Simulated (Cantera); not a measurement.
What does this Cantera script print?

```python
import numpy as np
import cantera as ct

gas = ct.Solution("gri30.yaml")
gas.TPX = 475, 100000, {'CH4': 1, 'H2': 0.18, 'O2': 3.87, 'N2': 14.6}
inlet = ct.Reservoir(gas, clone=True)
gas.equilibrate("HP")  # start burning
reactor = ct.IdealGasConstPressureReactor(gas, energy="on", clone=False)
exhaust = ct.Reservoir(gas, clone=True)
tau = [0.12, 0.052, 0.023, 0.01, 0.0046, 0.002, 0.0009, 0.0004, 0.00018, 7.8e-05, 3.5e-05, 1.5e-05, 6.8e-06][0]
for a, b in ((inlet, reactor), (reactor, exhaust)):
    ct.MassFlowController(a, b, mdot=lambda t: reactor.mass / tau)
net = ct.ReactorNet([reactor])
show = ['CH4', 'H2', 'O2', 'CH2O', 'CH2', 'C2H2']

rows = []
print(f"{'tau/s':>10s}{'T/K':>9s}" + "".join(f"{s:>11s}" for s in show))
for tau in [0.12, 0.052, 0.023, 0.01, 0.0046, 0.002, 0.0009, 0.0004, 0.00018, 7.8e-05, 3.5e-05, 1.5e-05, 6.8e-06]:
    net.initial_time = 0.0
    net.advance(30 * tau)
    before = gas.X
    net.advance(40 * tau)
    drift = np.max(np.abs(gas.X - before) / (gas.X + 1e-9))
    rows.append([gas.T, *gas[show].X, drift])
    print(f"{tau:10.3e}{gas.T:9.1f}" + "".join(f"{x:11.3e}" for x in gas[show].X))
```

Result:

```
     tau/s      T/K        CH4         H2         O2       CH2O        CH2       C2H2
 1.200e-01   1695.7  1.126e-05  7.034e-05  9.087e-02  1.083e-06  2.710e-08  8.468e-10
 5.200e-02   1692.1  1.916e-05  1.205e-04  9.089e-02  1.941e-06  5.590e-08  1.325e-09
 2.300e-02   1686.5  3.209e-05  2.040e-04  9.095e-02  3.415e-06  1.099e-07  1.913e-09
 1.000e-02   1677.4  5.458e-05  3.468e-04  9.112e-02  6.047e-06  2.116e-07  2.659e-09
 4.600e-03   1663.8  9.064e-05  5.614e-04  9.145e-02  1.027e-05  3.762e-07  3.597e-09
 2.000e-03   1640.5  1.612e-04  9.206e-04  9.218e-02  1.820e-05  6.713e-07  5.284e-09
 9.000e-04   1605.0  2.991e-04  1.443e-03  9.364e-02  3.242e-05  1.137e-06  8.985e-09
 4.000e-04   1545.7  6.586e-04  2.270e-03  9.699e-02  6.442e-05  1.975e-06  2.246e-08
 1.800e-04    475.0  5.089e-02  9.160e-03  1.969e-01  7.981e-17 -5.032e-34  7.417e-20
 7.800e-05    475.0  5.089e-02  9.160e-03  1.969e-01  3.843e-18  2.866e-33  3.571e-21
 3.500e-05    475.0  5.089e-02  9.160e-03  1.969e-01  6.443e-21  7.919e-37  5.988e-24
 1.500e-05    475.0  5.089e-02  9.160e-03  1.969e-01  4.070e-22  3.425e-36  3.783e-25
 6.800e-06    475.0  5.089e-02  9.160e-03  1.969e-01  2.571e-23 -3.856e-37  2.389e-26
```

Computed with Cantera and GRI-Mech 3.0 (53 species, 325 reactions).
